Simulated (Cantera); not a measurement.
Input: 1 mol Si₂Cl₆, 77 mol N₂, 0.43 mol H₂, equilibrated at 1500 K and 128 Torr.

Equilibrium computed with Cantera from the NASA thermochemical tables; the gas is ideal and each condensed phase is pure. Candidate condensed phases: NH₄Cl, Si, Si₃N₄; 28 gas species. The feed counts by its element totals alone. The tables' values for SiCl₃ are old estimates; treat these amounts as uncertain. The numbers say what is thermodynamically allowed, not how fast it happens.

Base state: N₂ 0.969, HCl 0.0104, SiCl₄ 0.00979, SiCl₂ 0.00640, SiCl₃ 0.00444, H₂ 0.000235, Cl 2.33e-5, SiHCl₃ 2.30e-5 (mole fractions); condensed: Si₃N₄(s).

Question: What changes in the equilibrium state with this change: pressure from 128 Torr to 10.0 Torr?

Answer: 
```tsv
species	before	after
N₂	0.969	0.964
SiCl₂	0.00640	0.0155
HCl	0.0104	0.0106
SiCl₄	0.00979	0.00476
Cl	2.33e-5	0.000133
SiHCl₃	2.30e-5	4.45e-6
Si₃N₄(s), mol	0.121	0
```
